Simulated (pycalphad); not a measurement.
All values are pycalphad results on the COST 507 light-alloy database (1999) (1 atm), not direct measurements. The data set is of 1999 and partly superseded. Phase fractions are per mole of atoms.

**Question.** Give the equilibrium state of Y-17.86Si (at.%) at 752 °C.

**Answer.** hcp, fraction 0.524, with <0.01 Si at.%; SI3Y5, fraction 0.476, with 37.5 Si at.%.

**Question.** Give the equilibrium state of Y-17.86Si (at.%) at 1352 °C.

**Answer.** liquid, fraction 0.736, with 10.8 Si at.%; SI3Y5, fraction 0.264, with 37.5 Si at.%.

Database names, with the compositions (at.%) that they take in these runs: SI3Y5: Y 62 Si 37.
